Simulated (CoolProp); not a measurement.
Vapour-liquid equilibrium of isopentane (1) + R365MFC (2) at 378.5 K; x and y are mole fractions of (1).

The numbers come from the multi-fluid Helmholtz-energy mixture model, Lemmon 2006 and Lemmon 2016; pair parameters Bell 2016 in CoolProp.

Task: Give the bubble pressure and the first vapour's composition at x = 0.2, 0.35, 0.65. Is there an azeotrope?

Result: x = 0.2: 0.8644 MPa, y = 0.330; x = 0.35: 0.9411 MPa, y = 0.456; x = 0.65: 0.9835 MPa, y = 0.632. y crosses x between x = 0.5 and 0.65: the model has an azeotrope there.

Pair parameters are fitted to limited data, so mixtures are less certain than the pure fluids.
